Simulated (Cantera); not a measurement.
Transport properties of process gases

Gas mixture: 60.2 % N2O, 24.1 % CO2, 15.8 % N2, at 13300 Pa, frozen composition.

Cantera's kinetic-theory transport with the Lennard-Jones parameters of GRI-Mech 3.0, ideal gas; thermal conductivity in the multicomponent form. The composition is frozen, though it would react at the higher temperatures.

| T (K) | ρ (kg/m³) | cp (J/kg/K) | μ (µPa s) | λ (mW/m/K) | Pr | D (cm²/s) O | D (cm²/s) N2 | D (cm²/s) NO |
|---|---|---|---|---|---|---|---|---|
| 400 | 0.166 | 970.2 | 19.9 | 26.3 | 0.734 | 3.31 | 2.01 | 2.04 |
| 650 | 0.102 | 1116 | 29.6 | 44.8 | 0.736 | 7.69 | 4.71 | 4.77 |
| 900 | 0.0739 | 1212 | 37.6 | 62.0 | 0.735 | 13.3 | 8.20 | 8.31 |
| 1150 | 0.0578 | 1272 | 44.7 | 77.4 | 0.734 | 20.1 | 12.4 | 12.5 |
| 1400 | 0.0475 | 1313 | 51.1 | 91.6 | 0.733 | 28.0 | 17.2 | 17.4 |
| 1650 | 0.0403 | 1344 | 57.0 | 105 | 0.731 | 36.7 | 22.7 | 22.9 |
| 1900 | 0.0350 | 1368 | 62.6 | 117 | 0.730 | 46.4 | 28.6 | 29.0 |
| 2150 | 0.0309 | 1385 | 67.9 | 129 | 0.729 | 57.0 | 35.2 | 35.6 |
| 2400 | 0.0277 | 1398 | 72.9 | 140 | 0.729 | 68.4 | 42.2 | 42.7 |
D: mixture-averaged diffusion coefficient of that species in the mixture.
